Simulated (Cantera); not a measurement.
Gas mixture: 49.1 % CO₂, 50.9 % C₂H₂, at 760 Torr, frozen composition.

Cantera's kinetic-theory transport with the Lennard-Jones parameters of GRI-Mech 3.0, ideal gas; thermal conductivity in the mixture-averaged form. The composition is frozen, though it would react at the higher temperatures.

One state of this run: ρ (kg/m³) = 0.607; cp (J/kg/K) = 1588; μ (µPa s) = 26.6; λ (mW/m/K) = 57.4; Pr = 0.736; D (cm²/s) CH₄ = 0.800; D (cm²/s) CO₂ = 0.584; D (cm²/s) N₂ = 0.726. D: mixture-averaged diffusion coefficient of that species in the mixture.

Task: Which value of T (K) does it belong to?
A. 1150
B. 700
C. 1000
D. 550

Result: B, 700
